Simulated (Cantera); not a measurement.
Input: 1 mol MgO, 0.48 mol CH4, 1.8 mol CO, held at 0.100 bar.

Equilibrium computed with Cantera from the NASA thermochemical tables; the gas is ideal and each condensed phase is pure. Candidate condensed phases: C, C6H6, C7H8, C8H18, H2O, Mg, MgCO3, MgO, Mg(OH)2; 116 gas species. The numbers say what is thermodynamically allowed, not how fast it happens.

Task: Which condensed phases are stable at each of these points (T (°C)): 1100, 1200, 1300, 1400, 1500, 1600, 1700, 1800, 1900, 2000, 2100, 2200, 2300, 2400?

Result: 
```tsv
T (°C)	condensed phases	Mg condensed (%)
1100	C(graphite) + MgO(s)	100.0
1200	C(graphite) + MgO(s)	100.0
1300	C(graphite) + MgO(s)	99.8
1400	C(graphite) + MgO(s)	95.7
1500	MgO(s)	52.0
1600	MgO(s)	52.0
1700	MgO(s)	51.9
1800	MgO(s)	51.5
1900	MgO(s)	50.4
2000	MgO(s)	47.4
2100	MgO(s)	40.8
2200	MgO(s)	28.9
2300	MgO(s)	10.2
2400	gas only	0.0
```

From 1100 °C to 1400 °C the condensed part is C(graphite) + MgO(s). From 1500 °C to 2300 °C the condensed part is MgO(s). At 2400 °C nothing is condensed.
